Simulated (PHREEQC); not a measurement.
Consider water at 14 °C and 500 atm with 22 mmol/kgw HF and 0.11 mmol/kgw NH3. Closed to the air; pH follows from the charge balance.

Computed with PHREEQC (ion-association model, phreeqc.dat).

Each row changes one thing in this solution. No solid was allowed to form.

```
case                                        pH  ionic strength (mol/kgw)  HF (mol/kgw)  F- (mol/kgw)  HF2- (mol/kgw)
----------------------------------------  ----  ------------------------  ------------  ------------  --------------
as made                                   2.36                   0.00474        0.0170       0.00451        0.000221
HF replaced by KHF2 at the same molality  2.96                    0.0233        0.0194        0.0221         0.00123
diluted 100-fold with water               3.73                  0.000188       3.19e-5      0.000188         1.72e-8
temperature from 14 to 20 °C              2.38                   0.00453           [?]       0.00430        0.000227
diluted 2-fold with water                 2.54                   0.00312       0.00781       0.00305         6.84e-5
temperature from 14 to 55 °C              2.51                   0.00337        0.0184       0.00316        0.000215
HF from 0.022 to 0.044 mol/kgw            2.19                   0.00715        0.0362       0.00647        0.000672
HF from 0.022 to 0.0198 mol/kgw           2.39                   0.00445        0.0152       0.00426             [?]
temperature from 14 to 65 °C              2.55                   0.00308           [?]       0.00288        0.000200
```

Complete the blanks.


- temperature from 14 to 20 °C, HF (mol/kgw): 0.0173
- HF from 0.022 to 0.0198 mol/kgw, HF2- (mol/kgw): 0.000186
- temperature from 14 to 65 °C, HF (mol/kgw): 0.0187

Under pressure, the constants of complexes without a molar volume in the database are unreliable. Constants without temperature data keep their 25 °C values here.
